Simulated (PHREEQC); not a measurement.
Synthetic water in mmol/kgw, 60 °C, pH 7.1, pe 0.4:

```csv
constituent,mmol/kgw
Na,158
K,4.88
Ca,15.6
Mg,10.4
Cl,212
S(6),0.6
Alkalinity (meq/kgw),0.0086
Sr,0.159
Fe(2),0.0327
```

Valence states are taken as typed.

Equilibrium calculation in PHREEQC: ion-association model, phreeqc.dat.

No solid was allowed to form.

Problem. Order these Fe species by the share of Fe that they hold, largest first: Fe+2, FeOH+, FeCl+, FeSO4.

Solution. Fe+2 (91 %), FeCl+ (7.3 %), FeOH+ (1.5 %), FeSO4 (0.63 %)

The pH is 7.10 and the ionic strength 0.240 mol/kgw. Away from 25 °C the constants follow the database's enthalpies or fits; those with neither stay at their 25 °C values.
